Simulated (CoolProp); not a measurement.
Properties of decamethylcyclopentasiloxane (D5) at several states.

The numbers come from the reference Helmholtz-energy equation of state, Thol 2019 in CoolProp.

```
T (K)  p (MPa)   phase       Z  cp (kJ/(kg K))  cv (kJ/(kg K))  expansivity (1/kK)
-----  -------  ------  ------  --------------  --------------  ------------------
481.4    0.914  liquid  0.1126             ___           1.757               1.694
328.4    0.011  liquid     ___           1.744           1.486                 ___
444.8    0.413  liquid     ___           1.924           1.691                 ___
```

### Question
Fill in the missing entries.

### Answer

- 481.4, cp (kJ/(kg K)): 1.988
- 328.4, Z: 0.001621
- 328.4, expansivity (1/kK): 1.156
- 444.8, Z: 0.05214
- 444.8, expansivity (1/kK): 1.491
